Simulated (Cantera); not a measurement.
Input (Python, Cantera) and output of one run.

```python
import numpy as np
import cantera as ct

gas_names = """
    N NO NO2 NO3 N2 N2O O O2 O3 Pb PbO Pb2
""".split()
cond_names = """
    Pb(cr) Pb(L) PbO(rd) PbO(yw) PbO(L) PbO2(s) Pb3O4(s)
""".split()


# ... load() reads the species with a 1 bar reference pressure and builds the phases ...
atoms = {
    'PbO': {'Pb': 1, 'O': 1},
    'O2': {'O': 2},
    'N2': {'N': 2},
}
top_T = {'Pb3O4(s)': 820}  # K; cautious upper limits of use, not melting points


# ... equilibrate(T, P, feed) seeds the gas with the atoms and calls Mixture.equilibrate('TP', solver="vcs", rtol=1e-11, max_steps=5000) ...
results = []
feed = {'PbO': 1, 'O2': 0.12, 'N2': 0.41}  # mol
P = 133.322  # Pa
for T in [1198, 1223, 1248, 1273, 1298, 1323, 1348, 1373, 1398, 1423, 1448, 1473, 1498]:
    mix = equilibrate(T, P, feed)
    results.append((T, P, feed, dict(zip(mix.species_names, mix.species_moles))))

top = {s: max(r[3][s] / sum(r[3][g] for g in gas_names) for r in results) for s in gas_names}
cols = sorted((s for s in top if top[s] > 0.001), key=lambda s: -top[s])[:7]
seen = [c for c in cond_names if any(r[3].get(c, 0) > 1e-12 for r in results)]
print("log10 of partial pressures in bar; condensed amounts in mol")
print(f"{'T/K':>10s}" + "".join(f"{s[:9]:>10s}" for s in cols + seen))
for T, P, feed, n in results:
    ng = sum(n[g] for g in gas_names)
    print(f"{T:10.4g}" + "".join(f"{np.log10(max(n[s] / ng * P / 1e5, 1e-99)):10.3f}" for s in cols)
          + "".join(f"{n.get(c, 0):10.4g}" for c in seen))
```

Result:

```
log10 of partial pressures in bar; condensed amounts in mol
       T/K        N2       PbO        O2        Pb    PbO(L)
      1198    -3.009    -4.184    -3.542    -5.827     0.972
      1223    -3.025    -3.965    -3.556    -5.488    0.9514
      1248    -3.052    -3.755    -3.580    -5.158    0.9155
      1273    -3.098    -3.553    -3.618    -4.834    0.8488
      1298    -3.182    -3.361    -3.682    -4.510    0.7092
      1323    -3.359    -3.176    -3.792    -4.174    0.3112
      1348    -3.463    -3.129    -3.828    -4.017         0
      1373    -3.466    -3.141    -3.807    -3.950         0
      1398    -3.469    -3.155    -3.786    -3.889         0
      1423    -3.472    -3.170    -3.764    -3.832         0
      1448    -3.475    -3.187    -3.743    -3.779         0
      1473    -3.479    -3.205    -3.721    -3.730         0
      1498    -3.483    -3.224    -3.700    -3.685         0
```

Method: chemical equilibrium by Gibbs-energy minimisation in Cantera with the NASA 1993 tables (ideal gas, pure condensed phases). Gases not in the tables: (PbO)n polymers.
